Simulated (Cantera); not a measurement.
A closed system holds: 1 mol SiF4, 0.15 mol O2, held at 2.40 mbar.

Method: chemical equilibrium by Gibbs-energy minimisation in Cantera with the NASA 1993 tables (ideal gas, pure condensed phases). Candidate condensed phases: Si, SiO2; 17 gas species. Kinetics and transport are ignored. All values below are at 725 K.

Base state: SiF4 0.870, O2 0.130 (mole fractions); condensed: gas only.

Question: What changes in the equilibrium state with this change: SiF4 replaced by Si2H6?

Answer: 
```
species              before  after
-------------------  ------  -----
H2                        0   1.00
SiF4                  0.870      0
O2                    0.130  <1e-9
Si(s), mol                0   1.85
SiO2(α-quartz), mol       0  0.150
```
The feed counts by its element totals alone. Further candidate phases: H2O.
